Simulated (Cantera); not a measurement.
# Thermodynamics of hydrogen reduction and annealing atmospheres, feed Cu2O + H2

Charge: 1 mol Cu2O, a varied amount of H2, held at 1275 °C and 4500 Pa.

Equilibrium computed with Cantera from the NASA thermochemical tables; the gas is ideal and each condensed phase is pure. Candidate condensed phases: Cu, CuO, Cu(OH)2, Cu2O, H2O; 12 gas species. Each liquid is taken as pure. Mutual solubility and eutectic melting of coexisting phases are not modelled. Kinetics and transport are ignored.

At 0.41 mol H2 the condensed part is Cu(l) + Cu2O(l). From 1.8 mol H2 to 3000 mol H2 the condensed part is Cu(l). The main Cu-bearing gas is Cu throughout.

| n(H2) (mol) | log p H2 | log p H2O | log p O2 | log p Cu | n Cu(l) | n Cu2O(l) |
|---|---|---|---|---|---|---|
| 0.41 | -4.96 | -1.35 | -3.68 | -4.74 | 0.827 | 0.586 |
| 1.8 | -1.70 | -1.60 | -10.71 | -4.74 | 2.00 | 0 |
| 7.9 | -1.41 | -2.24 | -12.58 | -4.74 | 2.00 | 0 |
| 35 | -1.36 | -2.89 | <-13 | -4.74 | 1.99 | 0 |
| 150 | -1.35 | -3.52 | <-13 | -4.74 | 1.94 | 0 |
| 670 | -1.35 | -4.17 | <-13 | -4.74 | 1.73 | 0 |
| 3000 | -1.35 | -4.82 | <-13 | -4.74 | 0.796 | 0 |
log p: log10 of the partial pressure in bar; n: condensed amount in mol.
